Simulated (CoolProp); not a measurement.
The numbers come from the reference Helmholtz-energy equation of state, Thol 2015 in CoolProp.

Give the vapour pressure (MPa), enthalpy of vaporisation (kJ/kg), liquid cp (kJ/(kg K)), vapour Z of saturated 1,2-dichloroethane at 130.45, 161.55 °C.


| T (°C) | p (MPa) | enthalpy of vaporisation (kJ/kg) | liquid cp (kJ/(kg K)) | vapour Z |
|---|---|---|---|---|
| 130.45 | 0.363 | 296 | 1.44 | 0.925 |
| 161.55 | 0.715 | 273 | 1.50 | 0.878 |
